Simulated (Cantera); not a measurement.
**Metals in furnace atmospheres: Fe + SO2 + N2**

Input: 1 mol Fe, 0.07 mol SO2, 1.1 mol N2, at 1.20 Torr.

Cantera equilibrium calculation (NASA polynomials, part measured and part estimated; ideal gas, pure solids and liquids). Candidate condensed phases: Fe, FeO, FeS, FeSO4, FeS2, Fe2O3, Fe2(SO4)3, Fe3O4, S; 19 gas species. Metal and sulfide melt together well below either melting point, which pure phases cannot show. Mutual solubility and eutectic melting of coexisting phases are not modelled. The tables' stoichiometric FeO is somewhat more stable than real wüstite, so its field is too wide. FeO, FeS: taken at fixed stoichiometry. Kinetics and transport are ignored.

| T (K) | x N2 | x S2 | x SO2 | x SO | x Fe | x S | x S2O | x FeO | n Fe(γ) | n FeO(s) | n FeS(s) | n FeS(l) |
|---|---|---|---|---|---|---|---|---|---|---|---|---|
| 1348 | 0.999 | 0.000718 | 5.05e-5 | 1.67e-5 | 2.55e-6 | 3.83e-6 | 3.23e-7 | 1.72e-9 | 0.792 | 0.140 | 0.0683 | 0 |
| 1373 | 0.999 | 0.00119 | 8.70e-5 | 3.03e-5 | 4.88e-6 | 7.03e-6 | 6.16e-7 | 3.88e-9 | 0.793 | 0.140 | 0.0672 | 0 |
| 1398 | 0.998 | 0.00194 | 0.000147 | 5.38e-5 | 9.12e-6 | 1.26e-5 | 1.15e-6 | 8.49e-9 | 0.795 | 0.140 | 0.0655 | 0 |
| 1423 | 0.997 | 0.00311 | 0.000243 | 9.34e-5 | 1.67e-5 | 2.21e-5 | 2.09e-6 | 1.81e-8 | 0.798 | 0.139 | 0.0627 | 0 |
| 1448 | 0.994 | 0.00489 | 0.000395 | 0.000159 | 2.98e-5 | 3.81e-5 | 3.71e-6 | 3.74e-8 | 0.802 | 0.139 | 0.0585 | 0 |
| 1473 | 0.992 | 0.00730 | 0.000619 | 0.000261 | 5.22e-5 | 6.32e-5 | 6.24e-6 | 7.53e-8 | 0.809 | 0.138 | 0 | 0.0528 |
| 1498 | 0.988 | 0.0102 | 0.000930 | 0.000411 | 8.98e-5 | 0.000100 | 9.78e-6 | 1.48e-7 | 0.817 | 0.137 | 0 | 0.0457 |
| 1523 | 0.984 | 0.0141 | 0.00138 | 0.000637 | 0.000152 | 0.000157 | 1.51e-5 | 2.85e-7 | 0.828 | 0.136 | 0 | 0.0360 |
| 1548 | 0.977 | 0.0193 | 0.00202 | 0.000972 | 0.000252 | 0.000242 | 2.30e-5 | 5.37e-7 | 0.842 | 0.134 | 0 | 0.0229 |
| 1573 | 0.969 | 0.0261 | 0.00291 | 0.00146 | 0.000411 | 0.000369 | 3.45e-5 | 9.90e-7 | 0.863 | 0.132 | 0 | 0.00534 |
x: gas mole fraction; n: condensed amount in mol.

From 1348 K to 1448 K the condensed part is Fe(γ) + FeO(s) + FeS(s). From 1473 K to 1573 K the condensed part is Fe(γ) + FeO(s) + FeS(l). The main Fe-bearing gas is Fe throughout.
